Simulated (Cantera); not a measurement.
Cantera run, input and output.

```python
import numpy as np
import cantera as ct

gas = ct.Solution("gri30.yaml")
gas.TPX = 1250, 13332, {'H2': 0.33, 'O2': 1, 'N2': 3.2}
reactor = ct.IdealGasConstPressureReactor(gas, energy="off", clone=False)
net = ct.ReactorNet([reactor])
net.rtol, net.atol = 1e-08, 1e-18
show = ['H2', 'O2', 'NO2', 'O', 'NO']
times = np.geomspace(2e-05, 50, 9)

steps = ct.SolutionArray(gas, extra=["t"])
rows = []
print(f"{'t/s':>10s}{'T/K':>9s}{'P/Pa':>11s}" + "".join(f"{s:>11s}" for s in show))
for t in times:
    while net.time < t:
        t_next = net.step()
        steps.append(gas.state, t=t_next)
    rows.append([np.interp(t, steps.t, y) for y in (steps.T, steps.P, *steps(*show).X.T)])
    print(f"{t:10.3e}{rows[-1][0]:9.1f}{rows[-1][1]:11.4g}" + "".join(f"{x:11.3e}" for x in rows[-1][2:]))
rate = np.gradient(steps.T, steps.t)
print("integrator steps:", len(steps.t))
if steps.T.max() > steps.T[0] + 200:
    print(f"time of steepest temperature rise: {steps.t[rate.argmax()]:.4e} s")
gas.TPX = 1250, 13332, {'H2': 0.33, 'O2': 1, 'N2': 3.2}
gas.equilibrate("TP")
print(f"equilibrium (TP): T = {gas.T:.1f} K  " + "  ".join(f"{s} {gas[s].X[0]:.3e}" for s in show))
```

It prints:

```
       t/s      T/K       P/Pa         H2         O2        NO2          O         NO
 2.000e-05   1250.0  1.333e+04  7.285e-02  2.208e-01  2.397e-26  3.223e-09  2.194e-19
 1.261e-04   1250.0  1.333e+04  7.284e-02  2.207e-01  3.204e-21  1.709e-06  8.455e-16
 7.953e-04   1250.0  1.333e+04  2.926e-03  1.845e-01  2.716e-10  1.386e-02  2.733e-06
 5.015e-03   1250.0  1.333e+04  1.563e-04  1.908e-01  4.233e-09  6.626e-04  3.913e-06
 3.162e-02   1250.0  1.333e+04  4.251e-06  1.912e-01  1.651e-08  1.943e-05  3.907e-06
 1.994e-01   1250.0  1.333e+04  3.106e-07  1.913e-01  1.164e-08  1.545e-06  3.913e-06
 1.257e+00   1250.0  1.333e+04  4.060e-08  1.913e-01  1.077e-08  2.083e-07  3.914e-06
 7.929e+00   1250.0  1.333e+04  1.661e-08  1.913e-01  1.805e-08  8.439e-08  3.907e-06
 5.000e+01   1250.0  1.333e+04  1.644e-08  1.913e-01  1.821e-08  8.345e-08  3.907e-06
integrator steps: 1865
equilibrium (TP): T = 1250.0 K  H2 1.644e-08  O2 1.912e-01  NO2 1.216e-06  O 8.342e-08  NO 2.611e-04
```

Detailed kinetics in Cantera: GRI-Mech 3.0 (53 species, 325 reactions). The temperature is held fixed by assumption; the heat of reaction is taken as removed at once.
